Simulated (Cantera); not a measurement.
Input: 1 mol Cr, a varied amount of H₂O, equilibrated at 99.0 Pa.

Cantera equilibrium calculation (NASA polynomials, part measured and part estimated; ideal gas, pure solids and liquids). Candidate condensed phases: Cr, Cr₂O₃, H₂O; 13 gas species. Mutual solubility and eutectic melting of coexisting phases are not modelled. Equilibrium is a limit: real reactors are often held back by kinetics, nucleation or transport.

Stable condensed phases, one row left out:

```
T in K \ n(H₂O) in mol
         0.18 0.22 0.27 0.32 0.39 0.47 0.57 0.69 0.84    1
   2475     A    A    A    A    A    A    A    A    A    A
   2425     A    A    A    A    A    A    A    A    A    A
   2375     A    A    A    A    A    A    A    A    A    A
   2325     A    A    A    A    A    A    A    A    A    A
   2275     A    A    A    A    A    B    B    B    B    B
   2225     A    B    B    B    B    B    B    B    B    B
   2125     B    B    B    B    B    B    B    B    B    B
   2075     B    B    B    B    B    B    B    B    B    B
   2025     B    B    B    B    B    B    B    B    B    B
   1975     B    B    B    B    B    B    B    B    B    B
   1925     C    C    C    C    C    C    C    B    B    B
   1875     C    C    C    C    C    C    C    C    C    B
   1825     C    C    C    C    C    C    C    C    C    C
```

A: gas only; B: Cr₂O₃; C: Cr + Cr₂O₃.

Question: Give the row for 2175 K.

Answer: 0.18: Cr₂O₃; 0.22: Cr₂O₃; 0.27: Cr₂O₃; 0.32: Cr₂O₃; 0.39: Cr₂O₃; 0.47: Cr₂O₃; 0.57: Cr₂O₃; 0.69: Cr₂O₃; 0.84: Cr₂O₃; 1: Cr₂O₃.
